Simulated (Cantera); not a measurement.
Cantera run, input and output.

```python
import numpy as np
import cantera as ct

gas = ct.Solution("gri30.yaml", transport_model="mixture-averaged")
show = ['H2', 'OH', 'NH3']

rows = []
print(f"{'T/K':>7s}{'rho':>11s}{'cp':>10s}{'mu':>11s}{'lambda':>11s}{'Pr':>7s}" + "".join(f"{'D_' + s:>11s}" for s in show))
for T in [400, 600, 800, 1000, 1200, 1400, 1600, 1800]:
    gas.TPX = T, 100000, {'CO': 0.16, 'C2H4': 0.82}
    Pr = gas.cp_mass * gas.viscosity / gas.thermal_conductivity
    D = [gas.mix_diff_coeffs_mole[gas.species_index(s)] for s in show]
    rows.append([gas.density, gas.cp_mass, gas.viscosity, gas.thermal_conductivity, Pr, *D])
    print(f"{T:7g}{gas.density:11.4e}{gas.cp_mass:10.1f}{gas.viscosity:11.4e}"
          f"{gas.thermal_conductivity:11.4e}{Pr:7.3f}" + "".join(f"{d:11.4e}" for d in D))
print("SI units: kg/m3, J/kg/K, Pa s, W/m/K, m2/s")
```

Result:

```
    T/K        rho        cp         mu     lambda     Pr       D_H2       D_OH      D_NH3
    400 8.4331e-01    1741.5 1.4423e-05 3.3326e-02  0.754 1.0707e-04 4.3224e-05 2.9490e-05
    600 5.6221e-01    2293.4 2.0400e-05 6.0488e-02  0.773 2.1389e-04 8.7819e-05 6.4235e-05
    800 4.2166e-01    2688.8 2.5552e-05 8.8084e-02  0.780 3.4701e-04 1.4358e-04 1.0927e-04
   1000 3.3733e-01    3000.3 3.0139e-05 1.1468e-01  0.788 5.0379e-04 2.0932e-04 1.6319e-04
   1200 2.8110e-01    3232.5 3.4315e-05 1.3994e-01  0.793 6.8244e-04 2.8422e-04 2.2507e-04
   1400 2.4095e-01    3413.8 3.8181e-05 1.6383e-01  0.796 8.8159e-04 3.6770e-04 2.9427e-04
   1600 2.1083e-01    3554.1 4.1808e-05 1.8641e-01  0.797 1.1002e-03 4.5931e-04 3.7029e-04
   1800 1.8740e-01    3662.2 4.5243e-05 2.0775e-01  0.798 1.3374e-03 5.5867e-04 4.5279e-04
SI units: kg/m3, J/kg/K, Pa s, W/m/K, m2/s
```

Model: GRI-Mech 3.0 (53 species, 325 reactions), integrated in Cantera. The composition is frozen, though it would react at the higher temperatures.
